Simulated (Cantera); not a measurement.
Input (Python, Cantera) and output of one run.

```python
import numpy as np
import cantera as ct

gas_names = """
    SO3 SO2 Ca
""".split()
cond_names = """
    CaS(s)
""".split()


def load(file, names, dense=False):
    # The tables refer to 1 bar. Condensed volumes are neglected.
    table = {s.name: s for s in ct.Species.list_from_file(file)}
    out = []
    for n in names:
        d = dict(table[n].input_data)
        d["thermo"] = dict(d["thermo"], **{"reference-pressure": 1e5})
        if dense:
            d["equation-of-state"] = {"model": "constant-volume", "density": "1e6 g/cm^3"}
        out.append(ct.Species.from_dict(d))
    return out


species = {s.name: s for s in load("nasa_gas.yaml", gas_names) + load("nasa_condensed.yaml", cond_names)}
# Each term lists the table entries of one substance; the one whose range holds T is used.
reactions = {
    '2 SO3(g) + CaS = 3 SO2(g) + Ca(g)':
        [(-2, ['SO3']), (-1, ['CaS(s)']), (3, ['SO2']), (1, ['Ca'])],
}


def pick(names, T):
    return next(species[n] for n in names if species[n].thermo.min_temp <= T <= species[n].thermo.max_temp)


results = []
for label, terms in reactions.items():
    print(label)
    print("     T/K   dH/kJ  dS/(J/K)   dG/kJ   log10 K")
    for T in [300, 400, 425, 450, 475, 500, 525, 550, 575, 600]:
        used = [(nu, pick(names, T)) for nu, names in terms]
        dH = sum(nu * s.thermo.h(T) for nu, s in used) / 1e6
        dS = sum(nu * s.thermo.s(T) for nu, s in used) / 1e3
        dG = dH - T * dS / 1e3
        logK = -dG * 1e6 / (ct.gas_constant * T * np.log(10))
        results.append((label, T, dH, dS, dG, logK, [s.name for _, s in used]))
        print(f"{T:8g} {dH:8.1f} {dS:8.1f} {dG:8.1f} {logK:8.2f}")
```

It prints:

```
2 SO3(g) + CaS = 3 SO2(g) + Ca(g)
     T/K   dH/kJ  dS/(J/K)   dG/kJ   log10 K
     300    552.0    329.3    453.2   -78.91
     400    550.9    326.2    420.4   -54.90
     425    550.6    325.3    412.3   -50.67
     450    550.2    324.5    404.2   -46.91
     475    549.8    323.7    396.1   -43.55
     500    549.4    322.9    388.0   -40.53
     525    549.0    322.1    379.9   -37.80
     550    548.6    321.3    371.9   -35.32
     575    548.1    320.5    363.9   -33.05
     600    547.7    319.7    355.9   -30.98
```

Source: NASA polynomial tables (part measured, part estimated), evaluated in Cantera. Condensed species are held in their standard states even where they would react or evaporate.
